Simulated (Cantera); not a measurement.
Charge: 1 mol Fe(CO)₅, 46 mol H₂, 0.022 mol O₂, equilibrated at 1027 °C and 100000 Pa.

Cantera equilibrium calculation (NASA polynomials, part measured and part estimated; ideal gas, pure solids and liquids). Candidate condensed phases: C, C₆H₆, C₇H₈, C₈H₁₈, Fe, Fe(CO)₅, FeO, Fe(OH)₂, Fe(OH)₃, Fe₂O₃, Fe₃O₄, H₂O; 114 gas species. The numbers say what is thermodynamically allowed, not how fast it happens.

Base state: H₂ 0.899, CO 0.0963, H₂O 0.00262, CH₄ 0.00191, CO₂ 0.000159 (mole fractions); condensed: Fe(γ).

Q: What changes in the equilibrium state with this change: O₂ from 0.022 to 0.11 mol?

A: 
| species | before | after |
|---|---|---|
| H₂ | 0.899 | 0.897 |
| CO | 0.0963 | 0.0969 |
| H₂O | 0.00262 | 0.00501 |
| CH₄ | 0.00191 | 0.000999 |
| CO₂ | 0.000159 | 0.000307 |
| Fe(γ), mol | 1.00 | 1.00 |

Q: What changes in the equilibrium state with this change: H₂ from 46 to 5.9 mol?

A: 
| species | before | after |
|---|---|---|
| H₂ | 0.899 | 0.536 |
| CO | 0.0963 | 0.457 |
| H₂O | 0.00262 | 0.00366 |
| CO₂ | 0.000159 | 0.00177 |
| CH₄ | 0.00191 | 0.00138 |
| Fe(γ), mol | 1.00 | 1.00 |
